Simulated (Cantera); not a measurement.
**Thermodynamics of iron carbonyl, mercury and lead vapours, feed Pb + O2 + N2**

Charge: 1 mol Pb, a varied amount of O2, 0.23 mol N2, held at 6300 Pa.

These are equilibrium values from Cantera (NASA tables, ideal gas, pure condensed phases), not measurements of a reactor. Candidate condensed phases: Pb, PbO, PbO2, Pb3O4; 12 gas species. Each liquid is taken as pure. Mutual solubility and eutectic melting of coexisting phases are not modelled. Rates play no part.

Stable condensed phases:

```
T in °C \ n(O2) in mol
         0.043 0.058 0.077   0.1  0.14  0.19  0.25  0.33  0.45   0.6  0.81
   1300      A     A     A     A     A     A     B     B     B     B     B
   1250      C     C     D     D     D     D     D     B     B     B     B
   1200      D     D     D     D     D     D     D     D     B     B     B
   1150      D     D     D     D     D     D     D     D     D     B     B
   1100      D     D     D     D     D     D     D     D     D     B     B
   1050      D     D     D     D     D     D     D     D     D     B     B
   1000      D     D     D     D     D     D     D     D     D     B     B
    950      D     D     D     D     D     D     D     D     D     B     B
    900      D     D     D     D     D     D     D     D     D     B     B
    850      D     D     D     D     D     D     D     D     D     B     B
    800      D     D     D     D     D     D     D     D     D     B     B
    750      D     D     D     D     D     D     D     D     D     B     B
```

A: gas only; B: PbO; C: Pb; D: Pb + PbO.
